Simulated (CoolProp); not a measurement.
A closed Brayton cycle with carbon dioxide: compressor inlet 305.15 K and 9.5 MPa, high pressure 24 MPa, turbine inlet 620 K, compressor efficiency 0.85, turbine efficiency 0.85, recuperator effectiveness 0.95 (on enthalpy, no pinch check). Each further row changes one setting.

The numbers come from the reference Helmholtz-energy equation of state, Span 1996 in CoolProp.

```csv
case,thermal efficiency (%),net work (kJ/kg),compressor to turbine work,compressor exit (K),turbine exit (K)
as stated,28.6,59.5,0.27,327.0,528.4
turbine inlet 570 K,25.6,50.2,0.30,327.0,481.5
compressor inlet 315.15 K,25.9,52.9,0.35,356.2,528.4
high pressure 20.4 MPa,28.3,51.9,0.24,322.4,544.3
recuperator effectiveness 0.5,17.7,59.5,0.27,327.0,528.4
```
